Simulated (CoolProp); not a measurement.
Carbon monoxide along the isobar 0.857 MPa: Z from the reference equation and from simpler models built on Tc = -140.3 °C, pc = 3.498 MPa, ω = 0.050; each cubic takes its own stable root.

Computed with CoolProp (reference Helmholtz-energy equation of state, Lemmon 2006). It is a short technical equation, of lower accuracy than the large ones.

```json
[
 {"T (°C)": "-180.45", "phase": "liquid", "reference": "0.04184"},
 {"T (°C)": "-166.15", "phase": "gas", "reference": "0.8172"},
 {"T (°C)": "-151.95", "phase": "gas", "reference": "0.8828"},
 {"T (°C)": "-137.75", "phase": "gas", "reference": "0.9184"},
 {"T (°C)": "-123.55", "phase": "gas", "reference": "0.9408"},
 {"T (°C)": "-109.25", "phase": "gas", "reference": "0.9560"},
 {"T (°C)": "-95.05", "phase": "gas", "reference": "0.9667"},
 {"T (°C)": "-80.85", "phase": "gas", "reference": "0.9745"},
 {"T (°C)": "-66.55", "phase": "gas", "reference": "0.9804"},
 {"T (°C)": "-52.35", "phase": "gas", "reference": "0.9849"},
 {"T (°C)": "-38.15", "phase": "gas", "reference": "0.9884"},
 {"T (°C)": "-23.95", "phase": "gas", "reference": "0.9912"},
 {"T (°C)": "-9.65", "phase": "gas", "reference": "0.9934"},
 {"T (°C)": "4.55", "phase": "gas", "reference": "0.9952"},
 {"T (°C)": "18.75", "phase": "gas", "reference": "0.9966"},
 {"T (°C)": "33.05", "phase": "gas", "reference": "0.9978"}
]
```

How far does each simpler model (van der Waals, Redlich-Kwong, Soave-Redlich-Kwong, Peng-Robinson) lie from the reference over these 16 states: mean and median of the absolute difference, and the worst?


- van der Waals: mean 3.7 %, median 0.4 %, worst +46.4 % at -180.45 °C and 0.857 MPa
- Redlich-Kwong: mean 0.2 %, median 0.1 %, worst +0.8 % at -180.45 °C and 0.857 MPa
- Soave-Redlich-Kwong: mean 0.2 %, median 0.2 %, worst +1.0 % at -180.45 °C and 0.857 MPa
- Peng-Robinson: mean 1.2 %, median 0.5 %, worst -10.8 % at -180.45 °C and 0.857 MPa
